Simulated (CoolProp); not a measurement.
Chlorine at 293.15 K and 0.208 MPa is throttled through a valve to 0.116 MPa with no heat exchange. Each further row changes one setting.

Values from CoolProp's reference Helmholtz-energy equation of state, Thol 2021.

| case | temperature change (K) | final density (kg/m³) |
|---|---|---|
| as stated | (withheld) | (withheld) |
| outlet pressure 0.0348 MPa | (withheld) | 1.04 |
| outlet pressure 0.151 MPa | (withheld) | (withheld) |

Problem. Fill in the missing entries.

Solution. 
- as stated, temperature change (K): -2.9
- as stated, final density (kg/m³): 3.46
- outlet pressure 0.0348 MPa, temperature change (K): -5.5
- outlet pressure 0.151 MPa, temperature change (K): -1.8
- outlet pressure 0.151 MPa, final density (kg/m³): 4.51
